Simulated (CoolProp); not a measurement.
A closed Brayton cycle with carbon dioxide: compressor inlet 327.15 K and 9.1 MPa, high pressure 21.9 MPa, turbine inlet 965 K, compressor efficiency 0.89, turbine efficiency 0.85, recuperator effectiveness 0 (on enthalpy, no pinch check). Each further row changes one setting.

Model: reference Helmholtz-energy equation of state, Span 1996, in CoolProp.

| case | thermal efficiency (%) | net work (kJ/kg) | compressor to turbine work | compressor exit (K) | turbine exit (K) |
|---|---|---|---|---|---|
| as stated | 12.1 | 90.2 | 0.31 | 395.8 | 854.6 |
| turbine inlet 915 K | 12.1 | 83.0 | 0.33 | 395.8 | 808.3 |
| compressor inlet 337.15 K | 11.8 | 84.3 | 0.35 | 412.4 | 854.6 |
| high pressure 18.6 MPa | 10.0 | 75.9 | 0.29 | 382.8 | 874.5 |
| recuperator effectiveness 0.5 | 18.9 | 90.2 | 0.31 | 395.8 | 854.6 |
